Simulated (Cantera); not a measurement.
Charge: 1 mol SiHCl3, 18 mol N2, at 0.110 bar.

Equilibrium computed with Cantera from the NASA thermochemical tables; the gas is ideal and each condensed phase is pure. Candidate condensed phases: NH4Cl, Si, Si3N4; 28 gas species. N2 is the only nitrogen source here; it is nearly inert below about 1500 K, so the nitride shown seldom forms there in practice. Kinetics and transport are ignored.

Over these rows the condensed part is Si3N4(s). Partial pressures as log10 of bar:

| T (K) | 1000/T (1/K) | log p SiCl2 | log p N2 | log p HCl | log p SiCl4 |
|---|---|---|---|---|---|
| 1225 | 0.8163 | -4.94 | -0.99 | -2.30 | -2.52 |
| 1300 | 0.7692 | ? | -0.99 | -2.30 | -2.54 |
| 1375 | 0.7273 | -3.67 | -0.99 | -2.30 | -2.58 |
| 1450 | 0.6897 | -3.16 | -1.00 | -2.30 | -2.66 |
| 1525 | 0.6557 | -2.76 | -1.00 | -2.31 | -2.84 |
| 1600 | 0.6250 | -2.49 | -1.00 | -2.33 | -3.17 |

**Question.** Fit log p(SiCl2) = a + b·(1000/T) to the five rows, give the apparent enthalpy, and predict the row at 1300 K.

**Answer.** Means: 1000/T = 0.7028, log p = -3.404. Sxy = -0.285491, Sxx = 0.0219254, so b = -13.02 and a = -3.404 − (-13.02)×0.7028 = 5.75.
Apparent enthalpy: −19.145 × (-13.02) = 249 kJ/mol. With the condensed phases at unit activity, 1/6 Si3N4(s) + 1/2 SiCl4(g) = SiCl2(g) + 1/3 N2(g) links this pressure to the main gases: over the six rows their terms move log p by -0.32 in all, so the slope isn't that reaction's ΔH° alone. The five rows lie within 0.10 of the line; that is curvature, so one enthalpy describes this range poorly.
Prediction at 1300 K: 5.75 + (-13.02)×0.7692 = -4.26. The computed value is -4.26, 0.00 from the line.
